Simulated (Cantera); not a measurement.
An isothermal plug-flow reactor at 573 K and 760 Torr (inlet), inlet velocity 0.22 m/s, active area per volume 120 1/m; feed H2 : O2 : N2 = 0.0021 : 0.055 : 0.79 (molar parts), equivalence ratio 0.019.

Computed with Cantera and Deutschmann's 1995 Pt surface mechanism with GRI-Mech 3.0 gas chemistry. Catalytic surfaces can have several steady states; this one follows from the mechanism file's or the stated starting coverage. Mass transfer to the wall is taken as infinitely fast.

Q: Predict: x(H2) at z = 0.048 m; x(O2) at z = 0.048 m; x(H2O) at z = 0.048 m; θ(free Pt) at the exit; θ(O*) at the exit; θ(OH*) at the exit.

A: 
- x(H2) at z = 0.048 m: 4.96e-5
- x(O2) at z = 0.048 m: 0.0638
- x(H2O) at z = 0.048 m: 0.00243
- θ(free Pt) at the exit: 0.00140
- θ(O*) at the exit: 0.998
- θ(OH*) at the exit: 0.00104
